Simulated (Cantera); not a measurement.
Input: 1 mol SiHCl3, 1.3 mol NH3, 25 mol H2, 0.69 mol N2, at 1.00 bar.

Method: chemical equilibrium by Gibbs-energy minimisation in Cantera with the NASA 1993 tables (ideal gas, pure condensed phases). Candidate condensed phases: NH4Cl, Si, Si3N4; 28 gas species. Gases not in the tables: Si2H6 and higher silanes. Kinetics and transport are ignored.

### Question
Which condensed phases are stable at each of these points (T (K)): 973, 1048, 1123, 1198, 1273, 1348, 1423, 1498, 1573, 1648, 1723, 1798, 1873, 1948?

### Answer
| T (K) | condensed phases | Si condensed (%) |
|---|---|---|
| 973 | Si3N4(s) | 98.4 |
| 1048 | Si3N4(s) | 98.7 |
| 1123 | Si3N4(s) | 98.9 |
| 1198 | Si3N4(s) | 99.0 |
| 1273 | Si3N4(s) | 99.0 |
| 1348 | Si3N4(s) | 98.9 |
| 1423 | Si3N4(s) | 98.4 |
| 1498 | Si3N4(s) | 97.1 |
| 1573 | Si3N4(s) | 94.4 |
| 1648 | Si3N4(s) | 89.1 |
| 1723 | Si3N4(s) | 80.6 |
| 1798 | Si3N4(s) | 69.2 |
| 1873 | Si3N4(s) | 55.8 |
| 1948 | Si(l) | 55.5 |

From 973 K to 1873 K the condensed part is Si3N4(s). At 1948 K the condensed part is Si(l).
